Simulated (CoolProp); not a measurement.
A Linde-Hampson liquefier for ethane: isothermal reversible compression at 320 K from 1 atm to 5 MPa, throttling to 1 atm, return gas leaving the recuperator 5 K below the feed. Each further row changes one setting.

Computed with CoolProp (reference Helmholtz-energy equation of state, Bücker 2006).

| case | liquid yield per pass | compression work (kJ/kg of gas) |
|---|---|---|
| as stated | 0.165 | 315 |
| high pressure 10 MPa | 0.426 | 338 |
| warm-end temperature 350 K | 0.101 | 354 |
| warm-end gap 10 K | 0.154 | 315 |
